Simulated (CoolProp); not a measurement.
R236EA along the isobar 22.8 bar: density (kg/m³) from the reference equation and from simpler models built on Tc = 412.4 K, pc = 34.14 bar, ω = 0.368; each cubic takes its own stable root.

The numbers come from the reference Helmholtz-energy equation of state, Rui 2013 in CoolProp.

```csv
T (K),phase,reference,van der Waals,Redlich-Kwong,Soave-Redlich-Kwong,Peng-Robinson
292.7,liquid,1451,874.1,1257,1328,1501
301.2,liquid,1425,858.7,1230,1302,1473
309.7,liquid,1398,842.5,1201,1274,1442
318.2,liquid,1370,825.2,1171,1245,1409
326.8,liquid,1340,806.6,1139,1213,1373
335.3,liquid,1309,786.8,1105,1179,1335
343.8,liquid,1276,765.2,1068,1142,1293
352.3,liquid,1241,741.2,1028,1101,1247
360.9,liquid,1202,713.5,983.6,1055,1195
369.4,liquid,1160,680.8,933.8,1004,1137
377.9,liquid,1111,171.5,874.8,944.8,1069
386.4,liquid,1051,159.2,175.4,870.8,983.6
395,gas,169.3,149.6,160.2,164.9,171.4
403.5,gas,153.1,141.8,149.3,151.0,156.3
412,gas,141.9,135.2,140.7,140.7,145.4
```

At some of these states van der Waals, Redlich-Kwong gives the other phase, because its saturation line lies elsewhere.
